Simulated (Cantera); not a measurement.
Ignition delay

Mixture: CO : H₂ : CH₄ : O₂ : N₂ : H₂O = 1 : 0.11 : 0.75 : 2.28 : 9.36 : 2.8 (molar parts), at 4.93 atm, adiabatic and at constant pressure. Ignition delay is the time to a rise of 400 K.

Model: GRI-Mech 3.0 (53 species, 325 reactions), integrated in Cantera.

```json
[
 {"T0 (K)": "1125", "delay (ms)": "7.80"},
 {"T0 (K)": "1200", "delay (ms)": "3.45"},
 {"T0 (K)": "1275", "delay (ms)": "1.68"},
 {"T0 (K)": "1350", "delay (ms)": "0.843"},
 {"T0 (K)": "1425", "delay (ms)": "0.433"},
 {"T0 (K)": "1500", "delay (ms)": "0.227"},
 {"T0 (K)": "1575", "delay (ms)": "0.122"},
 {"T0 (K)": "1650", "delay (ms)": "0.0682"},
 {"T0 (K)": "1725", "delay (ms)": "0.0398"},
 {"T0 (K)": "1800", "delay (ms)": "0.0243"}
]
```

```
Quantity                                                 Value
--------------------------------------------------  ----------
apparent activation energy between 1650 and 1800 K  170 kJ/mol
```
